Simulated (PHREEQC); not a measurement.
A column of 1 m (40 cells, dispersivity 0.08 m, 60 s a shift, diffusion coefficient 3e-10 m²/s) holds 0.0026 eq of the database's cation exchanger X per kg of pore water, first in equilibrium with 0.00047 mol/kgw Na2SO4, 0.01 mol/kgw ZnCl2, 0.0013 mol/kgw KCl and 1e-05 mol/kgw HCl. It is flushed with 0.0032 mol/kgw KBr and 1e-05 mol/kgw HCl, at 15 °C. Values are for the last cell. No CO2 enters from the air. No solid was allowed to form.

The series has 33 steps of pore volumes, from 0 to 4.013.

Equilibrium calculation in PHREEQC: ion-association model, phreeqc.dat.

Question: After how many pore volumes does Br at the outlet first reach half of its feed value?

Answer: By 1.0 pore volumes.
